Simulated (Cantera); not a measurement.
Charge: 1 mol Si, 1.7 mol Cl2, 6.8 mol H2, at 1225 K and 75.0 Torr.

Method: chemical equilibrium by Gibbs-energy minimisation in Cantera with the NASA 1993 tables (ideal gas, pure condensed phases). Candidate condensed phases: Si; 19 gas species. The tables' values for SiCl3 are old estimates; treat these amounts as uncertain. Rates play no part.

Base state: H2 0.815, HCl 0.0793, SiCl4 0.0563, SiCl2 0.0188, SiHCl3 0.0180, SiCl3 0.0116, SiH2Cl2 0.000773 (mole fractions); condensed: Si(s).

**Question.** What changes in the equilibrium state with this change: temperature from 1225 K to 1425 K?

**Answer.** 
| species | before | after |
|---|---|---|
| H2 | 0.815 | 0.750 |
| HCl | 0.0793 | 0.138 |
| SiCl2 | 0.0188 | 0.0769 |
| SiCl4 | 0.0563 | 0.0132 |
| SiHCl3 | 0.0180 | 0.00562 |
| SiCl3 | 0.0116 | 0.0161 |
| H | 8.90e-7 | 1.87e-5 |
| SiH2Cl2 | 0.000773 | 0.000364 |
| Si(s), mol | 0.171 | 0.0712 |
